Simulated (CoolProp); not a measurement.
The fluoroketone C6F12O (FK-5-1-12) along the isobar 0.101 MPa: Z from the reference equation and from simpler models built on Tc = 441.8 K, pc = 1.869 MPa, ω = 0.471; each cubic takes its own stable root.

Computed with CoolProp (reference Helmholtz-energy equation of state, McLinden 2015).

```
T (K)   phase  reference
-----  ------  ---------
269.2  liquid   0.008455
280.5  liquid   0.008272
291.8  liquid   0.008114
303.1  liquid   0.007979
314.4  liquid   0.007867
325.7     gas     0.9385
337       gas     0.9463
348.3     gas     0.9529
359.6     gas     0.9584
371       gas     0.9631
382.3     gas     0.9671
393.6     gas     0.9706
404.9     gas     0.9735
416.2     gas     0.9762
427.5     gas     0.9784
```

Task: How far does each simpler model (van der Waals, Redlich-Kwong, Soave-Redlich-Kwong, Peng-Robinson) lie from the reference over these 15 states: mean and median of the absolute difference, and the worst?

Result: 
- van der Waals: mean 3885.3 %, median 1.9 %, worst +12143.5 % at 314.4 K and 0.101 MPa
- Redlich-Kwong: mean 1585.5 %, median 1.1 %, worst +11982.1 % at 314.4 K and 0.101 MPa
- Soave-Redlich-Kwong: mean 3.4 %, median 0.4 %, worst +9.7 % at 269.2 K and 0.101 MPa
- Peng-Robinson: mean 1.1 %, median 0.2 %, worst -3.1 % at 303.1 K and 0.101 MPa

At some of these states van der Waals, Redlich-Kwong gives the other phase, because its saturation line lies elsewhere.
